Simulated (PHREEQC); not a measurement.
Consider water at 25 °C with 9.9 mmol/kgw HNO3 and 14 mmol/kgw FeCl3. Closed to the air; pH follows from the charge balance.

Model: ion-association model, phreeqc.dat, run in PHREEQC.

```tsv
quantity	before	after
pH	1.95	1.10
ionic strength (mol/kgw)	0.0793	0.171
```

Task: What was changed between the two runs?
A) diluted 10-fold with water
B) HNO3 from 0.0099 to 0.099 mol/kgw
C) FeCl3 left out
D) HNO3 from 0.0099 to 0.00099 mol/kgw

Result: B, HNO3 from 0.0099 to 0.099 mol/kgw

This is a speciation only: nothing precipitates in the calculation. Some of these states are supersaturated (in Hematite (slow to form), Goethite (slow to form), for instance).
